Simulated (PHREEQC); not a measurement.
Model water analysis in mg/kgw, 25 °C, pH 7.11, pe 0.9:

| constituent | mg/kgw |
|---|---|
| Na | 15.9 |
| K | 25.5 |
| Ca | 18.4 |
| Mg | 12.6 |
| Cl | 54.7 |
| S(6) as SO4 | 56.3 |
| Alkalinity as HCO3 | 41 |
| Zn | 2.07 |
| F | 0.538 |
| Li | 0.0336 |

Na is adjusted to close the charge balance.
Valence states are taken as typed.

Model: ion-association model, phreeqc.dat, run in PHREEQC.

Precipitation was switched off in this run.

Task: What specific conductance does the model give?

Result: specific conductance 393 µS/cm.

Task: In which forms is Ca present?

Result: Ca+2 94 %, CaSO4 4.9 %, CaHCO3+ 0.6 % of the Ca.

Complexes and solids missing from the database can't appear.
